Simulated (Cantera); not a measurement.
A perfectly stirred reactor is fed with 3.03 % CH₄, 1.66 % H₂, 16.0 % O₂, 60.2 % N₂, 19.1 % CO₂, equivalence ratio 0.43, at 500000 Pa; it is adiabatic with a 800 K inlet, and is followed from long to short residence time, starting on the burning branch (τ in s: 0.27, 0.09, 0.03, 0.01, 0.0035, 0.0012, 0.0004, 0.00013, 4.5e-05).

Detailed kinetics in Cantera: GRI-Mech 3.0 (53 species, 325 reactions).

Problem. Predict: blow-out, bracketed by the residence times tried; x(CH₄) at τ = 0.270 s; x(H₂) at τ = 0.270 s; x(O₂) at τ = 0.270 s; x(O) at τ = 0.270 s; x(CH₃) at τ = 0.270 s; x(CH₄) at τ = 3.50 ms; x(H₂) at τ = 3.50 ms; x(O₂) at τ = 3.50 ms; x(O) at τ = 3.50 ms; x(CH₃) at τ = 3.50 ms.

Solution. 
| Item | Value |
|---|---|
| blow-out, bracketed by the residence times tried | burning at 1.20 ms, out at 0.400 ms |
| x(CH₄) at τ = 0.270 s | 7.43e-6 |
| x(H₂) at τ = 0.270 s | 7.33e-6 |
| x(O₂) at τ = 0.270 s | 0.0921 |
| x(O) at τ = 0.270 s | 3.96e-6 |
| x(CH₃) at τ = 0.270 s | 8.68e-7 |
| x(CH₄) at τ = 3.50 ms | 0.000210 |
| x(H₂) at τ = 3.50 ms | 0.000237 |
| x(O₂) at τ = 3.50 ms | 0.0938 |
| x(O) at τ = 3.50 ms | 4.60e-5 |
| x(CH₃) at τ = 3.50 ms | 1.93e-5 |
